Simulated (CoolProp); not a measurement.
A simple Rankine cycle with R22: condensing at 297.15 K, boiler at 3.26 MPa, turbine inlet 352.2 K, turbine efficiency 0.7, pump efficiency 0.6, no recuperator. Each further row changes one setting.

Model: reference Helmholtz-energy equation of state, Kamei 1995, in CoolProp.

```tsv
case	thermal efficiency (%)	net work (kJ/kg)	heat in (kJ/kg)	turbine exit temperature (K)	volume ratio over the turbine
as stated	7.7	14.6	191	297.2	3.38
turbine inlet 372.2 K	8.2	17.7	215	313.8	3.19
condensing temperature 289.15 K	8.9	17.8	200	289.1	4.22
boiler pressure 2.28 MPa	6.1	12.8	210	313.8	2.21
turbine efficiency 0.6	6.3	12.1	191	297.2	3.43
```

The expansion ends wet for: as stated; condensing temperature 289.15 K; turbine efficiency 0.6.
